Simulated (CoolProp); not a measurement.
Properties of the fluoroketone C6F12O (FK-5-1-12) along the isotherm 500 K (Tc = 441.8 K, pc = 18.69 bar, ω = 0.471).

Values from CoolProp's reference Helmholtz-energy equation of state, McLinden 2015.

```csv
p (bar),phase,Z,cv (kJ/(kg K)),Joule-Thomson coefficient (K/MPa)
18.7,supercritical,0.7602,1.062,7.641
37.4,supercritical,0.5177,1.085,6.812
56.1,supercritical,0.5202,1.076,2.283
74.8,supercritical,0.6058,1.070,1.113
93.5,supercritical,0.7031,1.066,0.6438
112,supercritical,0.8015,1.063,0.3963
131,supercritical,0.9026,1.061,0.2392
150,supercritical,1.003,1.060,0.1331
168,supercritical,1.097,1.059,0.06018
187,supercritical,1.195,1.058,0.001720
```
